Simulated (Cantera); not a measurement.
An isothermal plug-flow reactor at 998 K and 0.440 bar (inlet), inlet velocity 3.7 m/s, active area per volume 1400 1/m; feed 0.540 % CH4, 2.58 % O2, 96.9 % N2.

Computed with Cantera and Deutschmann's 1995 Pt surface mechanism with GRI-Mech 3.0 gas chemistry. Catalytic surfaces can have several steady states; this one follows from the mechanism file's or the stated starting coverage. Mass transfer to the wall is taken as infinitely fast.

One state of this run: x CH4 = 0.00524; x O2 = 0.0255; x H2O = 0.000304; x CO2 = 0.000148; x CO = 3.59e-6; θ free Pt = 0.324; θ O* = 0.675; θ OH* = 0.000286. x: gas mole fraction; θ: surface coverage.

### Question
Which value of z (m) does it belong to?
(A) 0.012
(B) 0.00035
(C) 0.00096
(D) 0.0074

### Answer
B, 0.00035
